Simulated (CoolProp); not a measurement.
Properties of R404A along the isobar 11.9 MPa (Tc = 345.3 K, pc = 3.735 MPa, ω = 0.293).

Computed with CoolProp (reference Helmholtz-energy equation of state, Lemmon 2003). It is a pseudo-pure fit of the blend.

```
T (K)          phase  viscosity (µPa s)  Prandtl number
-----  -------------  -----------------  --------------
242.8         liquid                310            4.21
274.9         liquid                213            3.38
307.1         liquid                149            2.80
339.2         liquid                107      (withheld)
371.4  supercritical         (withheld)            2.24
403.5  supercritical               56.9      (withheld)
435.7  supercritical               43.3            1.63
467.8  supercritical               36.6            1.34
500    supercritical               33.5            1.18
```

### Question
What belongs in the gaps?

### Answer

- 339.2, Prandtl number: 2.44
- 371.4, viscosity (µPa s): 77.8
- 403.5, Prandtl number: 2.02

Viscosity comes from a separate model (Geller 2000). Thermal conductivity comes from a separate model (Geller 2001).
